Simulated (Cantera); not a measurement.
A closed system holds: 1 mol Si2H6, 1.3 mol O3, 7.2 mol H2, 0.95 mol NO, held at 1073 K and 25.0 Pa.

Method: chemical equilibrium by Gibbs-energy minimisation in Cantera with the NASA 1993 tables (ideal gas, pure condensed phases). Candidate condensed phases: H2O, Si, SiO2, Si2N2O, Si3N4; 35 gas species. The feed counts by its element totals alone. Kinetics and transport are ignored.

**Question.** What is the equilibrium state?

**Answer.** 
- x(H2) = 0.876
- x(H2O) = 0.0796
- x(N2) = 0.0445
- n(SiO2(β-quartz)) = 2.00 mol
- gas amount = 10.68 mol
- log10 activity of Si(s) (absent) = -14.49
